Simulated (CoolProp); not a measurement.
Aqueous calcium chloride as a coolant, at 17 °C, 1 atm.

Computed with CoolProp (Melinder's fits for secondary coolants).

```
mass %  freezing point (°C)  cp (kJ/(kg K))  conductivity (W/(m K))  Prandtl number  viscosity (mPa s)
------  -------------------  --------------  ----------------------  --------------  -----------------
3.2                    -1.5           3.988                   0.590            7.92               1.17
5.5                    -2.6      (withheld)                   0.587            8.13               1.24
7.7                    -4.0           3.730                   0.585            8.35               1.31
10                     -5.8           3.602                   0.582            8.63               1.39
12.2                   -7.9           3.483                   0.580      (withheld)               1.49
14.5                  -10.5           3.362                   0.577            9.43               1.62
16.8                  -13.4           3.248                   0.574            10.0         (withheld)
19                    -16.6           3.147                   0.572            10.8               1.95
21.3                  -20.6           3.050              (withheld)            11.7         (withheld)
23.6                  -25.5           2.964                   0.565            12.9               2.47
25.8                  -31.4           2.891                   0.562            14.4         (withheld)
```

### Question
Some entries are withheld; supply them.

### Answer

- 5.5, cp (kJ/(kg K)): 3.854
- 12.2, Prandtl number: 8.97
- 16.8, viscosity (mPa s): 1.77
- 21.3, conductivity (W/(m K)): 0.569
- 21.3, viscosity (mPa s): 2.18
- 25.8, viscosity (mPa s): 2.80
